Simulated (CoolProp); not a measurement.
CF4 (R14) along the isobar 2880 kPa: Z from the reference equation and from simpler models built on Tc = 227.4 K, pc = 3762 kPa, ω = 0.178; each cubic takes its own stable root.

Computed with CoolProp (reference Helmholtz-energy equation of state, Platzer 1990). This equation is an older, rougher fit; its heat capacities, sound speeds and derivatives of the liquid may be far off and weren't checked against measurements.

```csv
T (K),phase,reference,Redlich-Kwong,Soave-Redlich-Kwong,Peng-Robinson
212.4,liquid,0.1267,0.1484,0.1431,0.1270
225.7,gas,0.6441,0.6490,0.6474,0.6218
238.9,gas,0.7356,0.7300,0.7370,0.7127
252.1,gas,0.7916,0.7826,0.7941,0.7711
265.4,gas,0.8314,0.8211,0.8354,0.8136
278.6,gas,0.8613,0.8502,0.8665,0.8458
291.9,gas,0.8849,0.8734,0.8911,0.8714
305.1,gas,0.9039,0.8920,0.9106,0.8920
318.3,gas,0.9195,0.9072,0.9266,0.9088
331.6,gas,0.9326,0.9200,0.9398,0.9230
```
